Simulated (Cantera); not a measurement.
Equilibrium for carbon deposition, reforming and gasification: CH3OH + CO2

Feed: 1 mol CH3OH, 1.3 mol CO2, held at 11.0 Pa.

Equilibrium computed with Cantera from the NASA thermochemical tables; the gas is ideal and each condensed phase is pure. Candidate condensed phases: C, C6H6, C7H8, C8H18, H2O; 110 gas species. Equilibrium is a limit: real reactors are often held back by kinetics, nucleation or transport.

```tsv
T (K)	log p H	log p CO	log p O	log p H2	log p OH	log p CO2	log p H2O	log p O2
2448	-4.32	-4.44	-4.88	-5.23	-5.62	-5.82	-5.83	-5.86
2498	-4.29	-4.45	-4.83	-5.37	-5.73	-6.00	-6.13	-5.98
2548	-4.27	-4.46	-4.80	-5.53	-5.86	-6.19	-6.46	-6.11
2598	-4.26	-4.47	-4.77	-5.68	-6.01	-6.38	-6.79	-6.27
2648	-4.25	-4.47	-4.76	-5.84	-6.15	-6.57	-7.13	-6.43
2698	-4.25	-4.47	-4.75	-6.00	-6.30	-6.76	-7.46	-6.60
2748	-4.25	-4.47	-4.74	-6.15	-6.45	-6.94	-7.79	-6.77
2798	-4.24	-4.47	-4.73	-6.31	-6.60	-7.12	-8.11	-6.93
2848	-4.24	-4.48	-4.73	-6.45	-6.74	-7.29	-8.42	-7.10
2898	-4.24	-4.48	-4.73	-6.60	-6.88	-7.46	-8.72	-7.25
2948	-4.24	-4.48	-4.73	-6.73	-7.01	-7.62	-9.01	-7.41
```
log p: log10 of the partial pressure in bar; nothing condenses.

From 2448 K to 2948 K nothing is condensed. The main C-bearing gas is CO throughout.
